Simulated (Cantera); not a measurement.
A closed system holds: 1 mol Al, 1.1 mol N2O, 2.6 mol H2, equilibrated at 1300 °C and 4100 Pa.

Cantera equilibrium calculation (NASA polynomials, part measured and part estimated; ideal gas, pure solids and liquids). Candidate condensed phases: Al, AlN, Al2O3, H2O; 35 gas species. Mutual solubility and eutectic melting of coexisting phases are not modelled. Rates play no part.

What is the equilibrium state?


```
Quantity                             Result
--------------------------------  ---------
x(H2)                                 0.729
x(N2)                                 0.271
x(H)                               0.000172
x(H2O)                              5.65e-6
n(AlN(s))                         0.267 mol
n(Al2O3(s))                       0.367 mol
gas amount                        3.567 mol
log10 activity of Al(l) (absent)      -3.82
```
